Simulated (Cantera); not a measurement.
**Ammonia decomposition in nitride growth gas**

A perfectly stirred reactor is fed with 89.3 % NH₃, 10.7 % N₂, at 22000 Pa; it is held at 2325 K, and followed from long to short residence time.

Computed with Cantera and the gas-phase N/H chemistry of the illustrative SiF4/NH3 mechanism in the Surface Chemkin manual (1991). Walls and surfaces, which speed up NH3 decomposition in real reactors, are not modelled.

| τ (s) | x NH₃ | x N₂ | x H₂ | x N₂H₂ | x N₂H₄ | x H | x NH |
|---|---|---|---|---|---|---|---|
| 16 | 0.000128 | 0.290 | 0.691 | 1.29e-9 | 1.36e-12 | 0.0191 | 6.66e-6 |
| 5.0 | 0.000257 | 0.290 | 0.692 | 4.40e-9 | 4.84e-12 | 0.0181 | 1.18e-5 |
| 1.5 | 0.000721 | 0.290 | 0.695 | 1.87e-8 | 2.42e-11 | 0.0145 | 2.10e-5 |
| 0.47 | 0.00507 | 0.290 | 0.698 | 1.11e-7 | 2.59e-10 | 0.00675 | 3.16e-5 |
| 0.14 | 0.0285 | 0.286 | 0.682 | 5.09e-7 | 2.09e-9 | 0.00333 | 4.46e-5 |
| 0.044 | 0.0941 | 0.272 | 0.631 | 1.76e-6 | 1.00e-8 | 0.00204 | 6.27e-5 |
| 0.014 | 0.245 | 0.241 | 0.511 | 5.22e-6 | 3.69e-8 | 0.00122 | 8.27e-5 |
| 0.0042 | 0.500 | 0.187 | 0.309 | 1.28e-5 | 1.02e-7 | 0.000610 | 9.56e-5 |
| 0.0013 | 0.719 | 0.141 | 0.135 | 2.16e-5 | 1.91e-7 | 0.000259 | 9.01e-5 |
| 0.00039 | 0.834 | 0.117 | 0.0433 | 2.50e-5 | 2.58e-7 | 9.14e-5 | 7.00e-5 |
| 0.00012 | 0.875 | 0.109 | 0.0111 | 1.84e-5 | 2.16e-7 | 2.77e-5 | 4.67e-5 |
x: mole fraction; the columns are a selection and need not sum to one.
